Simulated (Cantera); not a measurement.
Charge: 1 mol Al, 3.2 mol N2O, 3.3 mol N2, at 30.0 Pa.

Equilibrium computed with Cantera from the NASA thermochemical tables; the gas is ideal and each condensed phase is pure. Candidate condensed phases: Al, AlN, Al2O3; 16 gas species. Rates play no part.

x: gas mole fraction; n: condensed amount in mol.

```json
[
 {"T (K)": "823", "x N2": "0.884", "x O2": "0.116", "x O": "4.52e-12", "x NO": "___", "x AlO": "<1e-12", "x Al": "<1e-12", "n Al2O3(s)": "0.500"},
 {"T (K)": "1023", "x N2": "0.884", "x O2": "0.116", "x O": "6.11e-9", "x NO": "___", "x AlO": "<1e-12", "x Al": "<1e-12", "n Al2O3(s)": "0.500"},
 {"T (K)": "1223", "x N2": "0.884", "x O2": "0.116", "x O": "7.93e-7", "x NO": "___", "x AlO": "<1e-12", "x Al": "<1e-12", "n Al2O3(s)": "0.500"},
 {"T (K)": "1423", "x N2": "0.884", "x O2": "0.115", "x O": "2.64e-5", "x NO": "___", "x AlO": "<1e-12", "x Al": "<1e-12", "n Al2O3(s)": "0.500"},
 {"T (K)": "1623", "x N2": "0.883", "x O2": "0.115", "x O": "0.000372", "x NO": "___", "x AlO": "<1e-12", "x Al": "<1e-12", "n Al2O3(s)": "0.500"},
 {"T (K)": "1823", "x N2": "0.881", "x O2": "0.112", "x O": "0.00292", "x NO": "___", "x AlO": "7.67e-10", "x Al": "1.82e-12", "n Al2O3(s)": "0.500"},
 {"T (K)": "2023", "x N2": "0.875", "x O2": "0.104", "x O": "0.0149", "x NO": "___", "x AlO": "2.45e-7", "x Al": "3.35e-9", "n Al2O3(s)": "0.500"},
 {"T (K)": "2223", "x N2": "0.857", "x O2": "0.0824", "x O": "0.0518", "x NO": "___", "x AlO": "2.86e-5", "x Al": "1.78e-6", "n Al2O3(s)": "0.500"}
]
```

**Question.** What belongs in the gaps?

**Answer.** 
- 823, x NO: 2.31e-6
- 1023, x NO: 3.15e-5
- 1223, x NO: 0.000183
- 1423, x NO: 0.000646
- 1623, x NO: 0.00167
- 1823, x NO: 0.00347
- 2023, x NO: 0.00606
- 2223, x NO: 0.00869
